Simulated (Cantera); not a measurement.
**Pyrogenic steam for wet oxidation**

A perfectly stirred reactor is fed with 15.1 % H₂, 27.4 % O₂, 57.5 % N₂, at 0.620 bar; it is held at 1348 K, and followed from long to short residence time.

Computed with Cantera and the H2/O2 subset of GRI-Mech 3.0, which has no nitrogen chemistry. The temperature is held fixed by assumption; the heat of reaction is taken as removed at once.

| τ (s) | x H₂ | x O₂ | x H | x HO₂ | x H₂O | x O |
|---|---|---|---|---|---|---|
| 11 | 9.44e-6 | 0.215 | 9.89e-8 | 4.59e-7 | 0.163 | 4.93e-6 |
| 3.1 | 2.19e-5 | 0.215 | 3.51e-7 | 1.02e-6 | 0.163 | 1.16e-5 |
| 0.88 | 5.06e-5 | 0.215 | 1.25e-6 | 2.27e-6 | 0.163 | 2.73e-5 |
| 0.25 | 0.000116 | 0.215 | 4.44e-6 | 4.92e-6 | 0.163 | 6.48e-5 |
| 0.073 | 0.000260 | 0.215 | 1.54e-5 | 1.01e-5 | 0.162 | 0.000151 |
| 0.021 | 0.000582 | 0.215 | 5.40e-5 | 1.93e-5 | 0.162 | 0.000353 |
| 0.0061 | 0.00127 | 0.214 | 0.000186 | 3.33e-5 | 0.161 | 0.000810 |
x: mole fraction; the columns are a selection and need not sum to one.
